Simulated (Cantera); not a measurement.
Input: 1 mol CH3Cl, 1.8 mol CH4, 0.1 mol Si, at 0.000650 bar.

Cantera equilibrium calculation (NASA polynomials, part measured and part estimated; ideal gas, pure solids and liquids). Candidate condensed phases: C, C6H6, C7H8, C8H18, Si, SiC; 109 gas species. The tables' values for SiCl are old estimates; treat these amounts as uncertain. Kinetics and transport are ignored. All values below are at 1900 °C.

Base state: H2 0.671, H 0.155, HCl 0.134, Cl 0.0226, Si 0.0123, SiCl2 0.00149, C2H2 (acetylene) 0.00148, SiC2 0.00106 (mole fractions); condensed: C(graphite).

Problem. What changes in the equilibrium state with this change: Si from 0.1 to 1.3 mol?

Solution. 
| species | before | after |
|---|---|---|
| H2 | 0.671 | 0.647 |
| H | 0.155 | 0.152 |
| HCl | 0.134 | 0.122 |
| Si | 0.0123 | 0.0430 |
| Cl | 0.0226 | 0.0209 |
| Si2 | 5.24e-6 | 6.44e-5 |
| Si2C | 0.000187 | 0.00230 |
| SiC2 | 0.00106 | 0.00372 |
| SiH | 0.000119 | 0.000411 |
| C(graphite), mol | 2.77 | 1.80 |
| SiC(s), mol | 0 | 0.920 |
Gases not in the tables: Si2H6 and higher silanes.

Problem. What changes in the equilibrium state with this change: pressure from 0.000650 bar to 0.100 bar?

Solution. 
```tsv
species	before	after
H2	0.671	0.813
HCl	0.134	0.162
H	0.155	0.0138
Si	0.0123	0.000279
Cl	0.0226	0.00200
SiCl2	0.00149	0.00632
CH4	8.16e-8	1.84e-5
SiCl3	8.18e-7	4.72e-5
SiC2	0.00106	2.42e-5
C(graphite), mol	2.77	2.72
SiC(s), mol	0	0.0606
```
The tables' values for SiCl, SiCl3 are old estimates; treat these amounts as uncertain. Gases not in the tables: Si2H6 and higher silanes.
